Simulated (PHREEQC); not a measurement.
1 kg of water holding 0.029 mol/kgw KCl and 0.0058 mol/kgw K2SO4 is evaporated at 30 °C; the solids stay in contact with the brine. CO2 from the air is kept out. Only these solids could form: Arcanite, Misenite, Sylvite.

The series has 28 steps of water left (kg), from 1 to 0.005012.

Model: Pitzer model, pitzer.dat, run in PHREEQC.

### Question
Which solids form, in which order, and at which step of the series does each first stand?

### Answer
Arcanite from water left = 0.01627 kg; Sylvite from water left = 0.005012 kg.
